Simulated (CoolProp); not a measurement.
n-hexane along the isobar 50.3 bar: density (kg/m³) from the reference equation and from simpler models built on Tc = 234.7 °C, pc = 30.44 bar, ω = 0.300; each cubic takes its own stable root.

The numbers come from the reference Helmholtz-energy equation of state, Thol 2019 in CoolProp.

```json
[
 {"T (°C)": "220.85", "phase": "liquid", "reference": "431.8"},
 {"T (°C)": "230.55", "phase": "liquid", "reference": "410.7"},
 {"T (°C)": "240.15", "phase": "supercritical", "reference": "386.4"},
 {"T (°C)": "249.75", "phase": "supercritical", "reference": "356.8"},
 {"T (°C)": "259.45", "phase": "supercritical", "reference": "318.9"},
 {"T (°C)": "269.05", "phase": "supercritical", "reference": "272.5"},
 {"T (°C)": "278.65", "phase": "supercritical", "reference": "227.3"},
 {"T (°C)": "288.35", "phase": "supercritical", "reference": "193.8"},
 {"T (°C)": "297.95", "phase": "supercritical", "reference": "171.2"},
 {"T (°C)": "307.55", "phase": "supercritical", "reference": "155.2"},
 {"T (°C)": "317.25", "phase": "supercritical", "reference": "143.1"},
 {"T (°C)": "326.85", "phase": "supercritical", "reference": "133.7"}
]
```

**Question.** How far does each simpler model (Soave-Redlich-Kwong, Peng-Robinson) lie from the reference over these 12 states: mean and median of the absolute difference, and the worst?

**Answer.** 
- Soave-Redlich-Kwong: mean 12.2 %, median 13.7 %, worst -17.7 % at 259.45 °C and 50.3 bar
- Peng-Robinson: mean 5.3 %, median 5.7 %, worst -10.6 % at 259.45 °C and 50.3 bar
